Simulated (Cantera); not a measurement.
Charge: 1 mol trisilylamine, 0.34 mol N2, held at 1350 °C.

These are equilibrium values from Cantera (NASA tables, ideal gas, pure condensed phases), not measurements of a reactor. Candidate condensed phases: Si, Si3N4; 18 gas species. The feed counts by its element totals alone. Mutual solubility and eutectic melting of coexisting phases are not modelled. Equilibrium is a limit: real reactors are often held back by kinetics, nucleation or transport.

Q: Which condensed phases are stable at each of these points (P (Pa)): 5, 21, 85, 350, 1400, 5900, 24000, 100000?

A: 
```tsv
P (Pa)	condensed phases	Si condensed (%)
5	Si(s)	99.4
21	Si(s)	99.9
85	Si(s)	100.0
350	Si(s) + Si3N4(s)	100.0
1400	Si(s) + Si3N4(s)	100.0
5900	Si(s) + Si3N4(s)	100.0
24000	Si(s) + Si3N4(s)	100.0
100000	Si(s) + Si3N4(s)	100.0
```

From 5.00 Pa to 85.0 Pa the condensed part is Si(s). From 350 Pa to 100000 Pa the condensed part is Si(s) + Si3N4(s).
